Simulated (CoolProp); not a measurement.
Vapour-liquid equilibrium of propylene (1) + propane (2) at 26.05 °C; x and y are mole fractions of (1).

Model: multi-fluid Helmholtz-energy mixture model, Lemmon 2013 and Lemmon 2009; pair parameters Bell 2016, in CoolProp.

```
x     bubble pressure, mixture model (bar)  bubble pressure, Raoult's law (bar)  y, mixture model  y, Raoult's law
----  ------------------------------------  -----------------------------------  ----------------  ---------------
0.05                                 9.924                                9.881             0.061            0.060
0.15                                 10.20                                10.09             0.176            0.176
0.25                                 10.46                                10.30             0.286            0.288
0.35                                 10.70                                10.50             0.389            0.395
0.45                                 10.92                                10.71             0.489            0.498
0.55                                 11.13                                10.92             0.585            0.597
0.65                                 11.32                                11.12             0.679            0.692
0.75                                 11.49                                11.33             0.771            0.784
0.85                                 11.65                                11.54             0.863            0.873
0.95                                 11.79                                11.75             0.954            0.958
```

The largest gap from Raoult's law is +2.0 % in bubble pressure, at x = 0.45. No azeotrope shows between x = 0.05 and 0.95.

Pair parameters are fitted to limited data, so mixtures are less certain than the pure fluids.
